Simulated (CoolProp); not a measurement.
The numbers come from the reference Helmholtz-energy equation of state, Span 2000 in CoolProp.

Task: For nitrogen, give the phase and the Z, cv (kJ/(kg K)), Joule-Thomson coefficient (K/MPa), isothermal compressibility (1/MPa) at 100.9 K and 1210 kPa; 100.9 K and 7280 kPa; 100.9 K and 8490 kPa.

Result: 
- 100.9 K and 1210 kPa: liquid; Z 0.0589, cv 0.981, Joule-Thomson coefficient -0.0391, isothermal compressibility 0.00950
- 100.9 K and 7280 kPa: liquid; Z 0.338, cv 0.991, Joule-Thomson coefficient -0.204, isothermal compressibility 0.00607
- 100.9 K and 8490 kPa: liquid; Z 0.392, cv 0.993, Joule-Thomson coefficient -0.225, isothermal compressibility 0.00569
